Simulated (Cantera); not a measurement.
An isothermal, constant-pressure homogeneous reactor starts with 27.0 % CH4, 72.8 % N2, 0.205 % H2O, at 1323 K and 0.365 atm.

Detailed kinetics in Cantera: GRI-Mech 3.0 (53 species, 325 reactions). GRI-Mech 3.0 stops at C3 and has no aromatics, soot or wall deposition, so with more carbon than oxygen in the feed, carbon stays in small species such as C2H2 where larger ones or solid carbon would form.

### Question
Predict: x(CH4) at 10.0 s; x(C2H2) at 10.0 s; x(CH3) at 10.0 s; x(C2H4) at 10.0 s.

### Answer
* **x(CH4) at 10.0 s**: 0.245 (gas-phase equilibrium 0.0647)
* **x(C2H2) at 10.0 s**: 0.00839 (gas-phase equilibrium 0.0409)
* **x(CH3) at 10.0 s**: 1.84e-5 (gas-phase equilibrium 6.85e-6)
* **x(C2H4) at 10.0 s**: 0.00120 (gas-phase equilibrium 0.00760)
